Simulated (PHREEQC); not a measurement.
Consider water at 16 °C with 0.24 mol/kgw H2SO4, 0.0095 mol/kgw LiCl and 0.077 mol/kgw NiSO4. Closed to the air; pH follows from the charge balance.

Computed with PHREEQC (ion-association model, wateq4f.dat).

```csv
quantity,before,after
pH,0.73,0.67
ionic strength (mol/kgw),0.451,0.316
HSO4- (mol/kgw),0.240,0.206
SO4-2 (mol/kgw),0.0501,0.0335
Cl- (mol/kgw),0.00919,0.00950
Li+ (mol/kgw),0.00905,0.00915
```

Task: Name the change that produced these shifts.
(A) 0.035 mol/kgw NaHCO3 added
(B) NiSO4 left out
(C) LiCl from 0.0095 to 0.0475 mol/kgw
(D) LiCl from 0.0095 to 0.00095 mol/kgw
(E) diluted 2-fold with water

Result: B, NiSO4 left out

No solid was allowed to form.
